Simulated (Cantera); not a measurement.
An adiabatic, constant-pressure homogeneous reactor starts with 16.8 % CH4, 8.24 % H2, 15.7 % O2, 59.2 % N2, at 1048 K and 26.0 bar.

Model: GRI-Mech 3.0 (53 species, 325 reactions), integrated in Cantera. The pressure lies above the range GRI-Mech 3.0 was tuned for (to about 10 atm).

x: mole fraction; the columns are a selection and need not sum to one.

| t (s) | T (K) | x CH4 | x H2 | x O2 | x C2H6 | x CH2O |
|---|---|---|---|---|---|---|
| 6.00e-6 | 1048 | 0.168 | 0.0824 | 0.157 | <1e-12 | 1.06e-10 |
| 1.49e-5 | 1048 | 0.168 | 0.0824 | 0.157 | <1e-12 | 4.19e-10 |
| 3.69e-5 | 1048 | 0.168 | 0.0824 | 0.157 | 4.47e-12 | ? |
| 9.15e-5 | 1048 | 0.168 | 0.0824 | 0.157 | 3.13e-11 | ? |
| 0.000227 | 1048 | 0.168 | 0.0824 | 0.157 | 5.82e-10 | ? |
| 0.000563 | 1048 | 0.168 | 0.0824 | 0.157 | 6.01e-8 | ? |
| 0.00140 | 1059 | 0.168 | 0.0813 | 0.156 | 1.77e-5 | ? |
| 0.00346 | 2052 | 0.00577 | 0.206 | 2.59e-9 | 1.97e-6 | ? |
| 0.00859 | 2023 | 0.00240 | 0.234 | 1.10e-9 | 2.97e-7 | ? |
| 0.0213 | 2009 | 0.000351 | 0.243 | 7.79e-10 | 6.42e-9 | ? |
| 0.0529 | 2007 | 2.16e-6 | 0.244 | 7.49e-10 | <1e-12 | 3.35e-7 |
| 0.131 | 2007 | 4.90e-7 | 0.244 | 7.49e-10 | <1e-12 | 3.35e-7 |
| 0.325 | 2007 | 4.90e-7 | 0.244 | 7.49e-10 | <1e-12 | 3.35e-7 |
| 0.806 | 2007 | 4.90e-7 | 0.244 | 7.49e-10 | <1e-12 | 3.35e-7 |
| 2.00 | 2007 | 4.89e-7 | 0.244 | 7.49e-10 | <1e-12 | 3.35e-7 |

**Question.** Some entries are withheld; supply them.

**Answer.** 
- 3.69e-5, x CH2O: 1.56e-9
- 9.15e-5, x CH2O: 7.40e-9
- 0.000227, x CH2O: 7.23e-8
- 0.000563, x CH2O: 3.71e-6
- 0.00140, x CH2O: 0.000431
- 0.00346, x CH2O: 1.81e-6
- 0.00859, x CH2O: 6.73e-7
- 0.0213, x CH2O: 3.75e-7
